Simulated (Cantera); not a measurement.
**Thermodynamics of carbon deposition, reforming and gasification, feed C + NH3**

A closed system holds: 1 mol C, 0.24 mol NH3, held at 48000 Torr.

Equilibrium computed with Cantera from the NASA thermochemical tables; the gas is ideal and each condensed phase is pure. Candidate condensed phases: C, C6H6, C7H8, C8H18; 92 gas species. The ideal-gas law is rough above about 30 bar. The numbers say what is thermodynamically allowed, not how fast it happens.

| T (°C) | log p H2 | log p N2 | log p HCN | log p CH4 | n C(graphite) |
|---|---|---|---|---|---|
| 1675 | 1.67 | 1.21 | -0.49 | 0.02 | 0.989 |
| 1775 | 1.67 | 1.20 | -0.32 | -0.09 | 0.989 |
| 1875 | 1.67 | 1.20 | -0.16 | -0.19 | 0.988 |
| 1975 | 1.67 | 1.19 | -0.02 | -0.29 | 0.986 |
| 2075 | 1.67 | 1.19 | 0.10 | -0.38 | 0.982 |
| 2175 | 1.66 | 1.18 | 0.21 | -0.46 | 0.977 |
| 2275 | 1.66 | 1.17 | 0.32 | -0.54 | 0.971 |
log p: log10 of the partial pressure in bar; n: condensed amount in mol.

From 1675 °C to 2275 °C the condensed part is C(graphite). The main C-bearing gas is CH4 at 1675 °C and HCN at 2275 °C.
